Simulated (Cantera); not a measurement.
What does this Cantera script print?

```python
import numpy as np
import cantera as ct

gas_names = """
    B BCL BCL2 BCL3 BH BH2 BH3 BO BOCL BO2 B2 B2O B2O2 B2O3 B3O3CL3 B3O3H3 CL CLO CL2 H HBO HBO2 HCL
    HOCL HO2 H2 H2O H2O2 H3B3O6 O OH O2 O3
""".split()
cond_names = """
    B(b) B(L) B2O3(L) B3O3H3(cr) H2O(s) H2O(L)
""".split()


# ... load() reads the species with a 1 bar reference pressure and builds the phases ...
atoms = {
    'BCl3': {'B': 1, 'CL': 3},
    'H2O': {'H': 2, 'O': 1},
    'H2': {'H': 2},
}
top_T = {}  # K; cautious upper limits of use, not melting points


# ... equilibrate(T, P, feed) seeds the gas with the atoms and calls Mixture.equilibrate('TP', solver="vcs", rtol=1e-11, max_steps=5000) ...
results = []
P = 20000  # Pa
for T in [1925, 1950, 1975, 2000, 2025, 2050, 2075, 2100, 2125, 2150, 2175, 2200, 2225, 2250]:
    for m in [0.071, 0.083, 0.098, 0.12, 0.14, 0.16, 0.19, 0.22, 0.27, 0.31, 0.37, 0.43, 0.51]:
        feed = {'BCl3': 1, 'H2O': m, 'H2': 22}  # mol
        mix = equilibrate(T, P, feed)
        results.append((T, P, feed, dict(zip(mix.species_names, mix.species_moles))))

for T, P, feed, n in results:
    print(f"{T:7g} {feed['H2O']:10.4g}  " + (" + ".join(c for c in cond_names if n.get(c, 0) > 1e-12) or "gas only"))
```

It prints:

```
   1925      0.071  B(b)
   1925      0.083  B(b)
   1925      0.098  B(b)
   1925       0.12  B(b)
   1925       0.14  B(b)
   1925       0.16  B(b)
   1925       0.19  B(b)
   1925       0.22  B(b)
   1925       0.27  B(b)
   1925       0.31  B(b)
   1925       0.37  B(b)
   1925       0.43  B(b)
   1925       0.51  B(b)
   1950      0.071  B(b)
   1950      0.083  B(b)
   1950      0.098  B(b)
   1950       0.12  B(b)
   1950       0.14  B(b)
   1950       0.16  B(b)
   1950       0.19  B(b)
   1950       0.22  B(b)
   1950       0.27  B(b)
   1950       0.31  B(b)
   1950       0.37  B(b)
   1950       0.43  B(b)
   1950       0.51  B(b)
   1975      0.071  B(b)
   1975      0.083  B(b)
   1975      0.098  B(b)
   1975       0.12  B(b)
   1975       0.14  B(b)
   1975       0.16  B(b)
   1975       0.19  B(b)
   1975       0.22  B(b)
   1975       0.27  B(b)
   1975       0.31  B(b)
   1975       0.37  B(b)
   1975       0.43  B(b)
   1975       0.51  B(b)
   2000      0.071  B(b)
   2000      0.083  B(b)
   2000      0.098  B(b)
   2000       0.12  B(b)
   2000       0.14  B(b)
   2000       0.16  B(b)
   2000       0.19  B(b)
   2000       0.22  B(b)
   2000       0.27  B(b)
   2000       0.31  B(b)
   2000       0.37  B(b)
   2000       0.43  B(b)
   2000       0.51  B(b)
   2025      0.071  B(b)
   2025      0.083  B(b)
   2025      0.098  B(b)
   2025       0.12  B(b)
   2025       0.14  B(b)
   2025       0.16  B(b)
   2025       0.19  B(b)
   2025       0.22  B(b)
   2025       0.27  B(b)
   2025       0.31  B(b)
   2025       0.37  B(b)
   2025       0.43  B(b)
   2025       0.51  B(b)
   2050      0.071  B(b)
   2050      0.083  B(b)
   2050      0.098  B(b)
   2050       0.12  B(b)
   2050       0.14  B(b)
   2050       0.16  B(b)
   2050       0.19  B(b)
   2050       0.22  B(b)
   2050       0.27  B(b)
   2050       0.31  B(b)
   2050       0.37  B(b)
   2050       0.43  B(b)
   2050       0.51  B(b)
   2075      0.071  B(b)
   2075      0.083  B(b)
   2075      0.098  B(b)
   2075       0.12  B(b)
   2075       0.14  B(b)
   2075       0.16  B(b)
   2075       0.19  B(b)
   2075       0.22  B(b)
   2075       0.27  B(b)
   2075       0.31  B(b)
   2075       0.37  B(b)
   2075       0.43  B(b)
   2075       0.51  B(b)
   2100      0.071  B(b)
   2100      0.083  B(b)
   2100      0.098  B(b)
   2100       0.12  B(b)
   2100       0.14  B(b)
   2100       0.16  B(b)
   2100       0.19  B(b)
   2100       0.22  B(b)
   2100       0.27  B(b)
   2100       0.31  B(b)
   2100       0.37  B(b)
   2100       0.43  B(b)
   2100       0.51  B(b)
   2125      0.071  B(b)
   2125      0.083  B(b)
   2125      0.098  B(b)
   2125       0.12  B(b)
   2125       0.14  B(b)
   2125       0.16  B(b)
   2125       0.19  B(b)
   2125       0.22  B(b)
   2125       0.27  B(b)
   2125       0.31  B(b)
   2125       0.37  B(b)
   2125       0.43  B(b)
   2125       0.51  B(b)
   2150      0.071  B(b)
   2150      0.083  B(b)
   2150      0.098  B(b)
   2150       0.12  B(b)
   2150       0.14  B(b)
   2150       0.16  B(b)
   2150       0.19  B(b)
   2150       0.22  B(b)
   2150       0.27  B(b)
   2150       0.31  B(b)
   2150       0.37  B(b)
   2150       0.43  B(b)
   2150       0.51  B(b)
   2175      0.071  B(b)
   2175      0.083  B(b)
   2175      0.098  B(b)
   2175       0.12  B(b)
   2175       0.14  B(b)
   2175       0.16  B(b)
   2175       0.19  B(b)
   2175       0.22  B(b)
   2175       0.27  B(b)
   2175       0.31  B(b)
   2175       0.37  B(b)
   2175       0.43  B(b)
   2175       0.51  B(b)
   2200      0.071  B(b)
   2200      0.083  B(b)
   2200      0.098  B(b)
   2200       0.12  B(b)
   2200       0.14  B(b)
   2200       0.16  B(b)
   2200       0.19  B(b)
   2200       0.22  B(b)
   2200       0.27  B(b)
   2200       0.31  B(b)
   2200       0.37  B(b)
   2200       0.43  B(b)
   2200       0.51  gas only
   2225      0.071  B(b)
   2225      0.083  B(b)
   2225      0.098  B(b)
   2225       0.12  B(b)
   2225       0.14  B(b)
   2225       0.16  B(b)
   2225       0.19  B(b)
   2225       0.22  B(b)
   2225       0.27  B(b)
   2225       0.31  B(b)
   2225       0.37  B(b)
   2225       0.43  B(b)
   2225       0.51  gas only
   2250      0.071  B(b)
   2250      0.083  B(b)
   2250      0.098  B(b)
   2250       0.12  B(b)
   2250       0.14  B(b)
   2250       0.16  B(b)
   2250       0.19  B(b)
   2250       0.22  B(b)
   2250       0.27  B(b)
   2250       0.31  B(b)
   2250       0.37  gas only
   2250       0.43  gas only
   2250       0.51  gas only
```

Equilibrium computed with Cantera from the NASA thermochemical tables; the gas is ideal and each condensed phase is pure. The tables' values for BCl2 are old estimates.
